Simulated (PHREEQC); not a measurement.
Consider water at 55 °C with 0.00033 mol Ca(HCO3)2, 0.0096 mol CO2 and 0.0038 mol NaCl per kg of water. Closed to the air; pH follows from the charge balance.

Model: Pitzer model, pitzer.dat, run in PHREEQC.

| Property | Value |
|---|---|
| pH | 5.10 |
| ionic strength | 0.00480 mol/kgw |
| specific conductance | 919 µS/cm |
| osmotic coefficient | 0.988 |
| total alkalinity | 0.660 meq/kg |

```csv
species,molality,activity,log γ
CO2,0.00959,0.00959,0.000
Cl-,0.00380,0.00351,-0.034
Na+,0.00380,0.00353,-0.032
HCO3-,0.000669,0.000636,-0.022
Ca+2,0.000330,0.000238,-0.142
H+,8.65e-6,7.99e-6,-0.034
OH-,9.95e-9,9.16e-9,-0.036
```

Precipitation was switched off in this run. Constants without temperature data keep their 25 °C values here.
